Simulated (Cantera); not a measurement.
Feed: 1 mol Si(CH₃)₄, 0.38 mol C₂H₂, 1300 mol H₂, at 1725 K and 0.133 bar.

Equilibrium computed with Cantera from the NASA thermochemical tables; the gas is ideal and each condensed phase is pure. Rates play no part.

```tsv
species	before	after
H₂	0.999	0.997
CH₄	0.000133	0.00289
H	0.000508	2.04e-7
C₂H₂ (acetylene)	9.21e-5	3.34e-8
C(graphite), mol	3.34	0
SiC(s), mol	0.999	1.00
```
Gas species are given as mole fractions.

Q: Which change was made?
A. pressure from 0.133 bar to 2.30 mbar
B. pressure from 0.133 bar to 1.70 mbar
C. temperature from 1725 K to 1150 K
D. temperature from 1725 K to 2300 K

A: C, temperature from 1725 K to 1150 K
